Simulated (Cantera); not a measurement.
A freely propagating, adiabatic, planar premixed flame of 41.6 % H2, 12.2 % O2, 46.2 % N2, equivalence ratio 1.7, unburnt at 425 K and 9.10 bar; mixture-averaged transport, grid criteria slope 0.08 and curve 0.16, no radiation.

Detailed kinetics in Cantera: the H2/O2 subset of GRI-Mech 3.0, which has no nitrogen chemistry. The hydrogen kinetics of GRI-Mech 3.0 are dated; newer H2 mechanisms differ, most at raised pressure. Burning velocities carry a grid error of a few per cent, more on coarse grids.

Q: Predict: laminar burning velocity; thermal thickness; peak x(HO2); peak x(H2O2); peak x(OH).

A: 
```
Quantity                     Result
------------------------  ---------
laminar burning velocity   466 cm/s
thermal thickness         0.0237 mm
peak x(HO2)                 0.00150
peak x(H2O2)               0.000148
peak x(OH)                  0.00529
```
